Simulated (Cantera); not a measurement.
What does this Cantera script print?

```python
import numpy as np
import cantera as ct

gas_names = [...]  # 151 gases of nasa_gas.yaml made of C, H, N, O, Si
cond_names = """
    C(gr) C6H6(L) C7H8(L) C8H18(L),n-octa H2O(s) H2O(L) Si(cr) Si(L) SiC(b) SiO2(Lqz) SiO2(hqz) SiO2(L)
    Si2N2O(s) Si3N4(a)
""".split()


# ... load() reads the species with a 1 bar reference pressure and builds the phases ...
atoms = {
    'HMDSO': {'Si': 2, 'C': 6, 'H': 18, 'O': 1},
    'CO2': {'C': 1, 'O': 2},
    'N2': {'N': 2},
}
top_T = {'C(gr)': 4500, 'SiC(b)': 3050, 'Si2N2O(s)': 2100, 'Si3N4(a)': 2400}  # K; cautious upper limits of use, not melting points


# ... equilibrate(T, P, feed) seeds the gas with the atoms and calls Mixture.equilibrate('TP', solver="vcs", rtol=1e-11, max_steps=5000) ...
results = []
feed = {'HMDSO': 1, 'CO2': 3.1, 'N2': 2.1}  # mol
P = 35  # Pa
for T in [673, 773, 873, 973, 1073, 1173, 1273, 1373, 1473, 1573, 1673, 1773, 1873, 1973]:
    mix = equilibrate(T, P, feed)
    results.append((T, P, feed, dict(zip(mix.species_names, mix.species_moles))))
    x = sorted(zip(gas.X, gas.species_names), reverse=True)
    print(f"T = {T:g} K  P = {P:g} Pa  gas = {mix.phase_moles(0):.4g} mol")
    print("   x: " + "  ".join(f"{s} {v:.3e}" for v, s in x if v > 0.001))
    print("   condensed (mol): " + ("  ".join(f"{mix.phase(i).name} {mix.phase_moles(i):.4g}"
          for i in range(1, mix.n_phases) if mix.phase_moles(i) > 1e-12) or "none"))
```

It prints:

```
T = 673 K  P = 35 Pa  gas = 13.21 mol
   x: H2 6.504e-01  N2 1.590e-01  CO 1.077e-01  CO2 5.399e-02  H2O 2.664e-02  CH4 2.260e-03
   condensed (mol): C(gr) 6.935  SiO2(Lqz) 2
T = 773 K  P = 35 Pa  gas = 14.21 mol
   x: H2 6.306e-01  CO 2.151e-01  N2 1.478e-01  CO2 3.954e-03  H2O 2.263e-03
   condensed (mol): C(gr) 5.984  SiO2(Lqz) 2
T = 873 K  P = 35 Pa  gas = 14.29 mol
   x: H2 6.293e-01  CO 2.233e-01  N2 1.469e-01
   condensed (mol): C(gr) 5.905  SiO2(hqz) 2
T = 973 K  P = 35 Pa  gas = 14.3 mol
   x: H2 6.293e-01  CO 2.237e-01  N2 1.469e-01
   condensed (mol): C(gr) 5.9  SiO2(hqz) 2
T = 1073 K  P = 35 Pa  gas = 14.3 mol
   x: H2 6.294e-01  CO 2.238e-01  N2 1.469e-01
   condensed (mol): C(gr) 5.9  SiO2(hqz) 2
T = 1173 K  P = 35 Pa  gas = 16.3 mol
   x: H2 5.521e-01  CO 3.804e-01  N2 6.748e-02
   condensed (mol): C(gr) 2.9  Si2N2O(s) 1
T = 1273 K  P = 35 Pa  gas = 16.3 mol
   x: H2 5.521e-01  CO 3.803e-01  N2 6.749e-02
   condensed (mol): C(gr) 2.9  Si2N2O(s) 0.9995
T = 1373 K  P = 35 Pa  gas = 18.26 mol
   x: H2 4.928e-01  CO 3.922e-01  N2 1.138e-01  SiO 1.003e-03
   condensed (mol): SiC(b) 1.939  Si2N2O(s) 0.02151
T = 1473 K  P = 35 Pa  gas = 18.3 mol
   x: H2 4.914e-01  CO 3.906e-01  N2 1.147e-01  SiO 2.784e-03
   condensed (mol): SiC(b) 1.949
T = 1573 K  P = 35 Pa  gas = 18.31 mol
   x: H2 4.905e-01  CO 3.903e-01  N2 1.145e-01  SiO 2.858e-03  H 1.522e-03
   condensed (mol): SiC(b) 1.948
T = 1673 K  P = 35 Pa  gas = 18.34 mol
   x: H2 4.883e-01  CO 3.896e-01  N2 1.142e-01  H 4.254e-03  SiO 2.995e-03
   condensed (mol): SiC(b) 1.945
T = 1773 K  P = 35 Pa  gas = 18.4 mol
   x: H2 4.833e-01  CO 3.881e-01  N2 1.136e-01  H 1.057e-02  SiO 3.191e-03
   condensed (mol): SiC(b) 1.938
T = 1873 K  P = 35 Pa  gas = 18.54 mol
   x: H2 4.726e-01  CO 3.851e-01  N2 1.123e-01  H 2.372e-02  SiO 3.272e-03  HCN 1.781e-03
   condensed (mol): SiC(b) 1.921
T = 1973 K  P = 35 Pa  gas = 18.85 mol
   x: H2 4.514e-01  CO 3.787e-01  N2 1.099e-01  H 4.846e-02  Si 4.467e-03  SiO 3.310e-03  HCN 2.948e-03
   condensed (mol): C(gr) 0.03936  SiC(b) 1.845
```

These are equilibrium values from Cantera (NASA tables, ideal gas, pure condensed phases), not measurements of a reactor. The feed counts by its element totals alone. N2 is the only nitrogen source here; it is nearly inert below about 1500 K, so the nitride shown seldom forms there in practice. Mutual solubility and eutectic melting of coexisting phases are not modelled.
